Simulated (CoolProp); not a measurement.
Saturation properties of normal hydrogen (Tc = -240.0 °C, pc = 1.296 MPa, ω = -0.219).

Model: reference Helmholtz-energy equation of state, Leachman 2009, in CoolProp.

| T (°C) | p (MPa) | vapour viscosity (µPa s) | liquid conductivity (mW/(m K)) |
|---|---|---|---|
| -250.75 | 0.1763 | 1.11 | 104 |
| -249.55 | 0.2355 | … | 103 |
| -248.35 | 0.3076 | 1.26 | 102 |
| -247.15 | 0.3940 | 1.34 | … |
| -245.85 | 0.5053 | 1.44 | 99.8 |
| -244.65 | 0.6262 | 1.55 | 97.9 |
| -243.45 | 0.7661 | 1.68 | 95.4 |
| -242.25 | … | 1.85 | 92.3 |
| -240.95 | 1.129 | 2.14 | 89.7 |

Task: Some entries are withheld; supply them.

Result: 
- -249.55, vapour viscosity (µPa s): 1.18
- -247.15, liquid conductivity (mW/(m K)): 101
- -242.25, p (MPa): 0.9272

It boils at -252.8 °C under 1 atm.

Viscosity comes from a separate model (Muzny 2013). Thermal conductivity comes from a separate model (Assael 2011).
